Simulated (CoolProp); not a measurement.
p-xylene along the isotherm 372.9 K: fugacity coefficient from the reference equation and from simpler models built on Tc = 616.2 K, pc = 35.32 bar, ω = 0.324; each cubic takes its own stable root.

Computed with CoolProp (reference Helmholtz-energy equation of state, Zhou 2012).

```tsv
p (bar)	phase	reference	van der Waals	Redlich-Kwong	Soave-Redlich-Kwong
5.89	liquid	0.05420	0.5103	0.1337	0.05309
11.8	liquid	0.02776	0.2664	0.06882	0.02729
17.7	liquid	0.01898	0.1857	0.04730	0.01873
23.5	liquid	0.01466	0.1461	0.03670	0.01452
29.4	liquid	0.01202	0.1221	0.03024	0.01195
35.3	liquid	0.01027	0.1062	0.02596	0.01025
41.2	liquid	0.009025	0.09511	0.02292	0.009038
47.1	liquid	0.008098	0.08692	0.02066	0.008139
53	liquid	0.007381	0.08069	0.01892	0.007446
58.9	liquid	0.006813	0.07584	0.01754	0.006897
64.7	liquid	0.006358	0.07205	0.01645	0.006460
70.6	liquid	0.005976	0.06894	0.01553	0.006094
76.5	liquid	0.005657	0.06643	0.01477	0.005789
82.4	liquid	0.005386	0.06439	0.01413	0.005532
88.3	liquid	0.005155	0.06272	0.01358	0.005313
```
